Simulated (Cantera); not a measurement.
Cantera run, input and output.

```python
import numpy as np
import cantera as ct

gas = ct.Solution("gri30.yaml")
gas.TPX = 1300, 101325, {'CH3OH': 1, 'O2': 1, 'N2': 5.76}
reactor = ct.IdealGasReactor(gas, energy="on", clone=False)
net = ct.ReactorNet([reactor])
net.rtol, net.atol = 1e-08, 1e-16
show = ['CH3OH', 'O2', 'H2O2', 'NO', 'N2O', 'CH3', 'CO2']
times = np.geomspace(3e-06, 0.4, 12)

steps = ct.SolutionArray(gas, extra=["t"])
rows = []
print(f"{'t/s':>10s}{'T/K':>9s}{'P/Pa':>11s}" + "".join(f"{s:>11s}" for s in show))
for t in times:
    while net.time < t:
        t_next = net.step()
        steps.append(gas.state, t=t_next)
    rows.append([np.interp(t, steps.t, y) for y in (steps.T, steps.P, *steps(*show).X.T)])
    print(f"{t:10.3e}{rows[-1][0]:9.1f}{rows[-1][1]:11.4g}" + "".join(f"{x:11.3e}" for x in rows[-1][2:]))
rate = np.gradient(steps.T, steps.t)
print("integrator steps:", len(steps.t))
if steps.T.max() > steps.T[0] + 200:
    print(f"time of steepest temperature rise: {steps.t[rate.argmax()]:.4e} s")
gas.TPX = 1300, 101325, {'CH3OH': 1, 'O2': 1, 'N2': 5.76}
gas.equilibrate("UV")
print(f"equilibrium (UV): T = {gas.T:.1f} K  " + "  ".join(f"{s} {gas[s].X[0]:.3e}" for s in show))
```

It prints:

```
       t/s      T/K       P/Pa      CH3OH         O2       H2O2         NO        N2O        CH3        CO2
 3.000e-06   1300.0  1.013e+05  1.289e-01  1.289e-01  2.155e-12  2.505e-18  1.376e-14  9.706e-08  2.279e-08
 8.771e-06   1300.0  1.013e+05  1.289e-01  1.289e-01  7.369e-11  1.051e-17  1.327e-13  2.474e-07  6.838e-08
 2.564e-05   1300.0  1.013e+05  1.289e-01  1.289e-01  2.172e-09  3.556e-17  1.254e-12  5.011e-07  2.017e-07
 7.496e-05   1300.0  1.013e+05  1.288e-01  1.289e-01  5.586e-08  1.148e-16  1.189e-11  6.534e-07  5.913e-07
 2.191e-04   1300.0  1.013e+05  1.288e-01  1.288e-01  9.528e-07  3.830e-16  1.066e-10  5.958e-07  1.731e-06
 6.407e-04   1300.3  1.014e+05  1.286e-01  1.287e-01  1.008e-05  2.006e-15  8.778e-10  4.645e-07  5.096e-06
 1.873e-03   1335.2  1.051e+05  1.141e-01  1.213e-01  8.958e-04  3.048e-13  1.342e-08  2.614e-07  4.945e-05
 5.476e-03   2666.2  2.368e+05  9.976e-15  1.000e-03  8.341e-08  1.706e-03  1.429e-07  9.305e-13  4.134e-02
 1.601e-02   2665.1  2.367e+05  1.003e-14  9.873e-04  8.265e-08  1.886e-03  1.470e-07  9.353e-13  4.129e-02
 4.680e-02   2665.1  2.367e+05  1.003e-14  9.873e-04  8.265e-08  1.886e-03  1.470e-07  9.353e-13  4.129e-02
 1.368e-01   2665.1  2.367e+05  1.003e-14  9.873e-04  8.265e-08  1.886e-03  1.470e-07  9.353e-13  4.129e-02
 4.000e-01   2665.1  2.367e+05  1.003e-14  9.873e-04  8.265e-08  1.886e-03  1.470e-07  9.353e-13  4.129e-02
integrator steps: 2092
time of steepest temperature rise: 2.0452e-03 s
equilibrium (UV): T = 2665.1 K  CH3OH 1.034e-14  O2 9.873e-04  H2O2 8.265e-08  NO 1.886e-03  N2O 1.470e-07  CH3 1.099e-12  CO2 4.129e-02
```

Computed with Cantera and GRI-Mech 3.0 (53 species, 325 reactions). GRI-Mech 3.0 was tuned for natural gas; its chemistry of methanol as a main component is partial and can be far from experiment.
